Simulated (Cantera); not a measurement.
Formation from one mole of O2

Cantera with NASA thermochemical tables; ideal gases at 1 bar, condensed phases pure. Values are per mole of reaction as written; species without (g) are pure solids or liquids, kept so even where they would boil at 1 bar.

4 Li + O2(g) → 2 Li2O

| T (K) | ΔH° (kJ) | ΔS° (J/K) | ΔG° (kJ) | log10 K | condensed phases |
|---|---|---|---|---|---|
| 300 | -1197.4 | -245.9 | -1123.7 | 195.65 | Li(s), Li2O(s) |
| 350 | -1198.3 | -248.6 | -1111.3 | 165.85 | Li(s), Li2O(s) |
| 425 | -1199.3 | -251.2 | -1092.6 | 134.28 | Li(s), Li2O(s) |
| 500 | -1212.4 | -280.0 | -1072.4 | 112.03 | Li(l), Li2O(s) |
| 575 | -1213.0 | -281.1 | -1051.4 | 95.51 | Li(l), Li2O(s) |
| 650 | -1213.1 | -281.3 | -1030.3 | 82.79 | Li(l), Li2O(s) |
| 725 | -1212.8 | -280.8 | -1009.2 | 72.71 | Li(l), Li2O(s) |
| 800 | -1212.1 | -280.0 | -988.2 | 64.52 | Li(l), Li2O(s) |
| 875 | -1211.1 | -278.8 | -967.2 | 57.74 | Li(l), Li2O(s) |

4 Al + O2(g) → 2 Al2O(g)

```
T (K)  ΔH° (kJ)  ΔS° (J/K)  ΔG° (kJ)  log10 K
-----  --------  ---------  --------  -------
300      -290.4      186.2    -346.3    60.29
350      -291.5      182.7    -355.5    53.05
425      -293.3      178.2    -369.0    45.35
500      -295.1      174.2    -382.2    39.93
575      -297.0      170.7    -395.2    35.90
650      -299.1      167.3    -407.8    32.77
725      -301.4      163.9    -420.3    30.28
800      -304.1      160.4    -432.4    28.23
875      -307.2      156.7    -444.3    26.52
```

2 H2(g) + O2(g) → 2 H2O(g)

```
T (K)  ΔH° (kJ)  ΔS° (J/K)  ΔG° (kJ)  log10 K
-----  --------  ---------  --------  -------
300      -483.7      -89.0    -457.0    79.57
350      -484.7      -92.1    -452.5    67.53
425      -486.2      -96.0    -445.4    54.74
500      -487.7      -99.2    -438.1    45.77
575      -489.1     -101.8    -430.5    39.11
650      -490.4     -104.0    -422.8    33.98
725      -491.7     -105.8    -415.0    29.90
800      -492.9     -107.4    -407.0    26.57
875      -494.0     -108.8    -398.9    23.81
```
